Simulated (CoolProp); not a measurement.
Saturation properties of propane (Tc = 96.7 °C, pc = 4.251 MPa, ω = 0.152).

The numbers come from the reference Helmholtz-energy equation of state, Lemmon 2009 in CoolProp.

```json
[
 {"T (°C)": "21.65", "p (MPa)": "0.8734", "liquid density (kg/m³)": "497.5", "enthalpy of vaporisation (kJ/kg)": "341.5"},
 {"T (°C)": "26.45", "p (MPa)": "0.9877", "liquid density (kg/m³)": "490.1", "enthalpy of vaporisation (kJ/kg)": "333.2"},
 {"T (°C)": "31.25", "p (MPa)": "[?]", "liquid density (kg/m³)": "482.4", "enthalpy of vaporisation (kJ/kg)": "324.4"},
 {"T (°C)": "35.95", "p (MPa)": "1.246", "liquid density (kg/m³)": "474.5", "enthalpy of vaporisation (kJ/kg)": "315.3"},
 {"T (°C)": "40.75", "p (MPa)": "1.393", "liquid density (kg/m³)": "466.1", "enthalpy of vaporisation (kJ/kg)": "305.5"},
 {"T (°C)": "45.55", "p (MPa)": "[?]", "liquid density (kg/m³)": "457.4", "enthalpy of vaporisation (kJ/kg)": "295.1"},
 {"T (°C)": "50.35", "p (MPa)": "1.726", "liquid density (kg/m³)": "448.2", "enthalpy of vaporisation (kJ/kg)": "[?]"},
 {"T (°C)": "55.05", "p (MPa)": "1.909", "liquid density (kg/m³)": "438.7", "enthalpy of vaporisation (kJ/kg)": "272.4"},
 {"T (°C)": "59.85", "p (MPa)": "2.110", "liquid density (kg/m³)": "428.3", "enthalpy of vaporisation (kJ/kg)": "259.6"},
 {"T (°C)": "64.65", "p (MPa)": "2.327", "liquid density (kg/m³)": "417.2", "enthalpy of vaporisation (kJ/kg)": "245.7"},
 {"T (°C)": "69.45", "p (MPa)": "2.559", "liquid density (kg/m³)": "405.1", "enthalpy of vaporisation (kJ/kg)": "230.5"}
]
```

Q: Complete the blanks.

A: 
- 31.25, p (MPa): 1.113
- 45.55, p (MPa): 1.553
- 50.35, enthalpy of vaporisation (kJ/kg): 284.0

It boils at -42.1 °C under 1 atm.
